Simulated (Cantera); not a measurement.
**Equilibrium for abatement and gas-phase synthesis: PH3 + O2**

Charge: 1 mol PH3, a varied amount of O2, at 1850 K and 1350 Torr.

These are equilibrium values from Cantera (NASA tables, ideal gas, pure condensed phases), not measurements of a reactor. Candidate condensed phases: H2O, P, P4O10; 17 gas species. Gases not in the tables: HPO2, HPO3 and P4O6. Equilibrium is a limit: real reactors are often held back by kinetics, nucleation or transport.

```
n(O2) (mol)   x H2   x H2O   x P2     x PO2     x PO
-----------  -----  ------  -----  --------  -------
0.03         0.725  0.0264  0.240  0.000198  0.00326
0.039        0.717  0.0341  0.239  0.000338  0.00426
0.052        0.705  0.0451  0.238  0.000608  0.00571
0.068        0.691  0.0584  0.237   0.00106  0.00752
0.091        0.671  0.0768  0.235   0.00193   0.0101
0.12         0.647  0.0991  0.232   0.00344   0.0135
0.16         0.615   0.128  0.228   0.00628   0.0181
0.21         0.578   0.161  0.221    0.0111   0.0239
0.28         0.531   0.201  0.211    0.0201   0.0319
0.37         0.478   0.245  0.197    0.0353   0.0415
0.49         0.420   0.289  0.175    0.0606   0.0527
```
x: gas mole fraction; nothing condenses.

From 0.03 mol O2 to 0.49 mol O2 nothing is condensed.
